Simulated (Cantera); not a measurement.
A closed system holds: 1 mol Al, 2.5 mol H₂O, 210 mol N₂, at 750 Torr.

Method: chemical equilibrium by Gibbs-energy minimisation in Cantera with the NASA 1993 tables (ideal gas, pure condensed phases). Candidate condensed phases: Al, AlN, Al₂O₃, H₂O; 35 gas species. Rates play no part. All values below are at 1175 K.

Base state: N₂ 0.988, H₂ 0.00706, H₂O 0.00471 (mole fractions); condensed: Al₂O₃(s).

Question: What changes in the equilibrium state with this change: H₂O from 2.5 to 0.87 mol?

Answer: 
| species | before | after |
|---|---|---|
| N₂ | 0.988 | 0.996 |
| H₂ | 0.00706 | 0.00413 |
| H₂O | 0.00471 | 1.25e-8 |
| Al₂O₃(s), mol | 0.500 | 0.290 |
| AlN(s), mol | 0 | 0.420 |
Mutual solubility and eutectic melting of coexisting phases are not modelled.

Question: What changes in the equilibrium state with this change: H₂O from 2.5 to 0.21 mol?

Answer: 
```csv
species,before,after
N₂,0.988,0.999
H₂,0.00706,0.00100
H₂O,0.00471,3.03e-9
"Al₂O₃(s), mol",0.500,0.0700
"AlN(s), mol",0,0.860
```
Mutual solubility and eutectic melting of coexisting phases are not modelled.
